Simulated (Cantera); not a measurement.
Charge: 1 mol SO2, 0.11 mol H2O, 2.9 mol H2, at 525 °C and 130 Pa.

These are equilibrium values from Cantera (NASA tables, ideal gas, pure condensed phases), not measurements of a reactor. Candidate condensed phases: H2O, H2SO4, S; 19 gas species. Gases not in the tables: S3 to S7. The numbers say what is thermodynamically allowed, not how fast it happens.

Base state: H2O 0.681, H2S 0.270, S2 0.0263, H2 0.0223, SO2 0.000672, S2O 2.11e-5 (mole fractions); condensed: gas only.

Task: What changes in the equilibrium state with this change: H2 from 2.9 to 0.17 mol?

Result: 
| species | before | after |
|---|---|---|
| SO2 | 0.000672 | 0.741 |
| H2O | 0.681 | 0.223 |
| S2 | 0.0263 | 0.0314 |
| H2S | 0.270 | 0.00305 |
| H2 | 0.0223 | 0.000230 |
| S2O | 2.11e-5 | 0.000801 |

Task: What changes in the equilibrium state with this change: H2 from 2.9 to 2.4 mol?

Result: 
```json
[
 {"species": "H2O", "before": "0.681", "after": "0.726"},
 {"species": "H2S", "before": "0.270", "after": "0.163"},
 {"species": "S2", "before": "0.0263", "after": "0.0902"},
 {"species": "SO2", "before": "0.000672", "after": "0.0134"},
 {"species": "H2", "before": "0.0223", "after": "0.00725"},
 {"species": "S2O", "before": "2.11e-5", "after": "0.000238"}
]
```
